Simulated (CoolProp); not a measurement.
Computed with CoolProp (reference Helmholtz-energy equation of state, Schroeder 2014).

**Question.** For ethanol, give the phase and the density (kg/m³), cp (kJ/(kg K)), cv (kJ/(kg K)), isothermal compressibility (1/MPa) at 34.45 °C and 1.2 MPa; 318.75 °C and 2.2 MPa; 239.65 °C and 13.3 MPa.

**Answer.** 
- 34.45 °C and 1.2 MPa: liquid; density 778, cp 2.51, cv 2.11, isothermal compressibility 0.00122
- 318.75 °C and 2.2 MPa: gas; density 21.8, cp 2.53, cv 2.26, isothermal compressibility 0.482
- 239.65 °C and 13.3 MPa: liquid; density 524, cp 4.73, cv 3.07, isothermal compressibility 0.0130
